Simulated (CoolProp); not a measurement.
Ethylene along the isobar 232 bar: Z from the reference equation and from simpler models built on Tc = 282.4 K, pc = 50.42 bar, ω = 0.087; each cubic takes its own stable root.

The numbers come from the reference Helmholtz-energy equation of state, Smukala 2000 in CoolProp.

```
T (K)   phase  reference
-----  ------  ---------
128.9  liquid     0.9551
134.2  liquid     0.9264
139.5  liquid     0.9001
144.8  liquid     0.8759
150    liquid     0.8540
155.3  liquid     0.8334
160.6  liquid     0.8144
165.9  liquid     0.7968
171.2  liquid     0.7805
176.5  liquid     0.7654
181.8  liquid     0.7514
187.1  liquid     0.7384
192.4  liquid     0.7264
197.7  liquid     0.7153
203    liquid     0.7050
```

Q: How far does each simpler model (van der Waals, Redlich-Kwong, Peng-Robinson) lie from the reference over these 15 states: mean and median of the absolute difference, and the worst?

A: 
- van der Waals: mean 47.6 %, median 47.6 %, worst +51.1 % at 128.9 K and 232 bar
- Redlich-Kwong: mean 3.1 %, median 3.0 %, worst +3.6 % at 128.9 K and 232 bar
- Peng-Robinson: mean 8.1 %, median 8.3 %, worst -8.6 % at 197.7 K and 232 bar
